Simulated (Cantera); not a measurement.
A closed system holds: 1 mol Cr2O3, 20 mol H2, 1.6 mol H2O, equilibrated at 1850 °C and 6.00 mbar.

Method: chemical equilibrium by Gibbs-energy minimisation in Cantera with the NASA 1993 tables (ideal gas, pure condensed phases). Candidate condensed phases: Cr, Cr2O3, H2O; 13 gas species. Kinetics and transport are ignored.

Base state: H2 0.788, H2O 0.127, H 0.0411, Cr 0.0376, CrO 0.00466, OH 0.000820, CrO2 0.000260, O 3.03e-5 (mole fractions); condensed: Cr2O3(s).

### Question
What changes in the equilibrium state with this change: H2 from 20 to 120 mol?

### Answer
```csv
species,before,after
H2,0.788,0.904
H,0.0411,0.0440
H2O,0.127,0.0357
Cr,0.0376,0.0154
CrO2,0.000260,6.38e-6
CrO,0.00466,0.000466
O,3.03e-5,7.42e-6
OH,0.000820,0.000215
"Cr2O3(s), mol",0.510,0
```

### Question
What changes in the equilibrium state with this change: temperature from 1850 °C to 1577 °C?

### Answer
```json
[
 {"species": "H2", "before": "0.788", "after": "0.917"},
 {"species": "H2O", "before": "0.127", "after": "0.0752"},
 {"species": "H", "before": "0.0411", "after": "0.00666"},
 {"species": "Cr", "before": "0.0376", "after": "0.000952"},
 {"species": "CrO2", "before": "0.000260", "after": "1.36e-6"},
 {"species": "O", "before": "3.03e-5", "after": "2.23e-7"},
 {"species": "CrO", "before": "0.00466", "after": "4.38e-5"},
 {"species": "Cr2O3(s), mol", "before": "0.510", "after": "0.989"}
]
```
